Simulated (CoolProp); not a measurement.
R1234ze(E) at several states: fugacity coefficient from the reference equation and from simpler models built on Tc = 382.5 K, pc = 3635 kPa, ω = 0.313; each cubic takes its own stable root.

Model: reference Helmholtz-energy equation of state, Thol 2016, in CoolProp.

```json
[
 {"T (K)": "409.6", "p (kPa)": "69", "phase": "gas", "reference": "0.9947"},
 {"T (K)": "392.8", "p (kPa)": "10.7", "phase": "gas", "reference": "0.9990"},
 {"T (K)": "419.2", "p (kPa)": "3860", "phase": "supercritical", "reference": "0.7463"},
 {"T (K)": "296.3", "p (kPa)": "153", "phase": "gas", "reference": "0.9643"},
 {"T (K)": "186.7", "p (kPa)": "4580", "phase": "liquid", "reference": "0.0003892"}
]
```

### Question
How far does each simpler model (van der Waals, Redlich-Kwong, Soave-Redlich-Kwong, Peng-Robinson) lie from the reference over these 5 states: mean and median of the absolute difference, and the worst?

### Answer
- van der Waals: mean 1336.0 %, median 0.6 %, worst +6678.0 % at 186.7 K and 4580 kPa
- Redlich-Kwong: mean 65.1 %, median 0.7 %, worst +323.9 % at 186.7 K and 4580 kPa
- Soave-Redlich-Kwong: mean 0.5 %, median 0.3 %, worst +1.2 % at 419.2 K and 3860 kPa
- Peng-Robinson: mean 2.0 %, median 0.1 %, worst +7.8 % at 186.7 K and 4580 kPa
